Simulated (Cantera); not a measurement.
Input: 1 mol MgO, 0.44 mol CH₄, 0.075 mol CO, held at 130000 Pa.

Equilibrium computed with Cantera from the NASA thermochemical tables; the gas is ideal and each condensed phase is pure. Candidate condensed phases: C, C₆H₆, C₇H₈, C₈H₁₈, H₂O, Mg, MgCO₃, MgO, Mg(OH)₂; 116 gas species. The tables' values for MgH are old estimates; treat these amounts as uncertain. Equilibrium is a limit: real reactors are often held back by kinetics, nucleation or transport. All values below are at 1925 K.

Base state: H₂ 0.718, CO 0.171, Mg 0.108, MgH 0.00154, H 0.000711, CH₄ 0.000350, C₂H₂ (acetylene) 0.000329, H₂O 2.55e-5 (mole fractions); condensed: C(graphite) + MgO(s).

Task: What changes in the equilibrium state with this change: CO from 0.075 to 1.2 mol?

Result: 
```tsv
species	before	after
CO	0.171	0.572
H₂	0.718	0.395
Mg	0.108	0.0322
CO₂	1.41e-6	1.58e-5
MgH	0.00154	0.000342
C(graphite), mol	0.305	0.367
MgO(s), mol	0.866	0.927
```
